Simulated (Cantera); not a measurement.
Feed: 1 mol Si, 0.11 mol CO₂, 12 mol H₂, equilibrated at 0.0133 bar.

Equilibrium computed with Cantera from the NASA thermochemical tables; the gas is ideal and each condensed phase is pure. Candidate condensed phases: C, C₆H₆, C₇H₈, C₈H₁₈, H₂O, Si, SiC, SiO₂; 123 gas species. Mutual solubility and eutectic melting of coexisting phases are not modelled. Kinetics and transport are ignored.

x: gas mole fraction; n: condensed amount in mol.

```csv
T (°C),x H₂,x CH₄,x SiO,x H,x SiH₄,x H₂O,n Si(s),n SiC(s),n SiO₂(α-quartz),n SiO₂(β-quartz)
475,1.000,8.90e-7,<1e-12,2.49e-12,[?],<1e-12,0.780,0.110,0.110,0
500,1.000,8.32e-7,<1e-12,7.86e-12,[?],<1e-12,0.780,0.110,0.110,0
525,1.000,7.80e-7,<1e-12,2.31e-11,[?],1.84e-12,0.780,0.110,0.110,0
550,1.000,7.32e-7,4.76e-12,6.35e-11,[?],4.74e-12,0.780,0.110,0.110,0
575,1.000,6.89e-7,2.15e-11,1.65e-10,[?],1.16e-11,0.780,0.110,0,0.110
600,1.000,6.49e-7,8.85e-11,4.05e-10,[?],2.67e-11,0.780,0.110,0,0.110
625,1.000,6.13e-7,3.37e-10,9.48e-10,[?],5.89e-11,0.780,0.110,0,0.110
650,1.000,5.81e-7,1.19e-9,2.12e-9,[?],1.24e-10,0.780,0.110,0,0.110
675,1.000,5.51e-7,3.94e-9,4.54e-9,4.71e-9,2.52e-10,0.780,0.110,0,0.110
700,1.000,5.23e-7,1.22e-8,9.36e-9,5.08e-9,4.92e-10,0.780,0.110,0,0.110
725,1.000,4.98e-7,3.59e-8,1.86e-8,5.46e-9,9.27e-10,0.780,0.110,0,0.110
750,1.000,4.75e-7,9.98e-8,3.59e-8,5.84e-9,1.69e-9,0.780,0.110,0,0.110
775,1.000,4.54e-7,2.64e-7,6.69e-8,6.22e-9,3.01e-9,0.780,0.110,0,0.110
800,1.000,4.34e-7,6.67e-7,1.21e-7,6.61e-9,5.19e-9,0.780,0.110,0,0.110
```

**Question.** Complete the blanks.

**Answer.** 
- 475, x SiH₄: 2.11e-9
- 500, x SiH₄: 2.39e-9
- 525, x SiH₄: 2.69e-9
- 550, x SiH₄: 3.00e-9
- 575, x SiH₄: 3.33e-9
- 600, x SiH₄: 3.66e-9
- 625, x SiH₄: 4.00e-9
- 650, x SiH₄: 4.35e-9
